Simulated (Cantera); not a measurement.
Thermodynamics of silicon oxide and oxynitride deposition, feed TEOS + N2O + N2

Feed: 1 mol TEOS, 0.28 mol N2O, 76 mol N2, held at 0.100 bar.

Method: chemical equilibrium by Gibbs-energy minimisation in Cantera with the NASA 1993 tables (ideal gas, pure condensed phases). Candidate condensed phases: C, C6H6, C7H8, C8H18, H2O, Si, SiC, SiO2, Si2N2O, Si3N4; 151 gas species. The feed counts by its element totals alone. Rates play no part.

| T (°C) | log p N2 | log p H2 | log p CO | log p H2O | log p CO2 | log p CH4 | n C(graphite) | n SiO2(α-quartz) | n SiO2(β-quartz) |
|---|---|---|---|---|---|---|---|---|---|
| 550 | -1.06 | -1.96 | -2.71 | -3.55 | -3.74 | -3.96 | 6.03 | 1.00 | 0 |
| 575 | -1.06 | -1.96 | -2.66 | -3.75 | -3.96 | -4.11 | 5.90 | 0 | 1.00 |
| 600 | -1.06 | -1.95 | -2.63 | -3.96 | -4.20 | -4.26 | 5.82 | 0 | 1.00 |
| 625 | -1.06 | -1.95 | -2.61 | -4.16 | -4.46 | -4.40 | 5.78 | 0 | 1.00 |
| 650 | -1.06 | -1.95 | -2.60 | -4.37 | -4.71 | -4.53 | 5.75 | 0 | 1.00 |
| 675 | -1.06 | -1.95 | -2.60 | -4.56 | -4.95 | -4.66 | 5.74 | 0 | 1.00 |
| 700 | -1.06 | -1.95 | -2.59 | -4.75 | -5.19 | -4.79 | 5.73 | 0 | 1.00 |
| 725 | -1.06 | -1.95 | -2.59 | -4.93 | -5.41 | -4.91 | 5.72 | 0 | 1.00 |
| 750 | -1.06 | -1.95 | -2.59 | -5.10 | -5.63 | -5.02 | 5.72 | 0 | 1.00 |
log p: log10 of the partial pressure in bar; n: condensed amount in mol.

At 550 °C the condensed part is C(graphite) + SiO2(α-quartz). From 575 °C to 750 °C the condensed part is C(graphite) + SiO2(β-quartz).
